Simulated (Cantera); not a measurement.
**Zr + N2O (tantalum, niobium, vanadium and zirconium in process gases)**

Charge: 1 mol Zr, 5.2 mol N2O, held at 1000 K and 330000 Pa.

Equilibrium computed with Cantera from the NASA thermochemical tables; the gas is ideal and each condensed phase is pure. Candidate condensed phases: Zr, ZrN, ZrO2; 13 gas species. The numbers say what is thermodynamically allowed, not how fast it happens.

| Quantity | Result |
|---|---|
| x(N2) | 0.765 |
| x(O2) | 0.235 |
| x(NO) | 3.26e-5 |
| x(NO2) | 3.39e-6 |
| n(ZrO2(monoclinic)) | 1.00 mol |
| gas amount | 6.800 mol |
| log10 activity of Zr(α) (absent) | -47.31 |
